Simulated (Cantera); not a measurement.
# Equilibrium for silicon carbide growth: Si(CH3)4 + C2H4 + H2 + C2H2

A closed system holds: 1 mol Si(CH3)4, 0.33 mol C2H4, 150 mol H2, 0.083 mol C2H2, held at 1450 °C and 85000 Pa.

Cantera equilibrium calculation (NASA polynomials, part measured and part estimated; ideal gas, pure solids and liquids). Candidate condensed phases: C, C6H6, C7H8, C8H18, Si, SiC; 87 gas species. The numbers say what is thermodynamically allowed, not how fast it happens.

| Quantity | Result |
|---|---|
| x(H2) | 0.999 |
| x(CH4) | 0.000853 |
| x(H) | 0.000198 |
| x(C2H2 (acetylene)) | 9.04e-5 |
| x(CH3) | 3.43e-6 |
| x(C2H4) | 3.14e-6 |
| n(C(graphite)) | 3.66 mol |
| n(SiC(s)) | 1.000 mol |
| gas amount | 156.6 mol |
| log10 activity of Si(l) (absent) | -1.78 |
